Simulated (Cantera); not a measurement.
**Boron, boron nitride and boron oxide: borazine + H₂O + H₂ + NH₃**

A closed system holds: 1 mol borazine, 0.14 mol H₂O, 0.39 mol H₂, 1.8 mol NH₃.

Method: chemical equilibrium by Gibbs-energy minimisation in Cantera with the NASA 1993 tables (ideal gas, pure condensed phases). Candidate condensed phases: B, BN, B₂O₃, B₃O₃H₃, H₂O; 39 gas species. The feed counts by its element totals alone. Mutual solubility and eutectic melting of coexisting phases are not modelled. Gases not in the tables: H₃BO₃. Kinetics and transport are ignored.

Task: Map the stable condensed phases over T = 1348, 1423, 1498, 1573, 1648, 1723, 1798, 1873, 1948, 2023, 2098, 2173 K and P in Pa = 10, 37, 140, 520, 1900, 7200, 27000, 100000.

Result: 
```
T in K \ P in Pa
             10     37    140    520   1900   7200  27000 100000
   2173       A      A      A      B      C      C      C      C
   2098       A      A      A      C      C      C      C      C
   2023       A      A      C      C      C      C      C      C
   1948       A      B      C      C      C      C      C      C
   1873       B      C      C      C      C      C      C      C
   1798       C      C      C      C      C      C      C      C
   1723       C      C      C      C      C      C      C      C
   1648       C      C      C      C      C      C      C      D
   1573       C      C      C      C      C      C      D      D
   1498       C      C      C      C      D      D      D      D
   1423       C      C      C      D      D      D      D      D
   1348       C      D      D      D      D      D      D      D
```
A: B; B: B + BN; C: BN; D: BN + B₂O₃.
